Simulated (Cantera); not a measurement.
A closed system holds: 1 mol SiCl4, 1.4 mol HCl, a varied amount of H2, equilibrated at 550 °C and 48000 Pa.

Cantera equilibrium calculation (NASA polynomials, part measured and part estimated; ideal gas, pure solids and liquids). Candidate condensed phases: Si; 19 gas species. The numbers say what is thermodynamically allowed, not how fast it happens.

### Question
At 11 mol H2, list the 4 most abundant gas species with their mole fractions, and the condensed phases.

### Answer
H2 0.820, HCl 0.105, SiCl4 0.0739, SiHCl3 0.000696. Condensed: gas only.
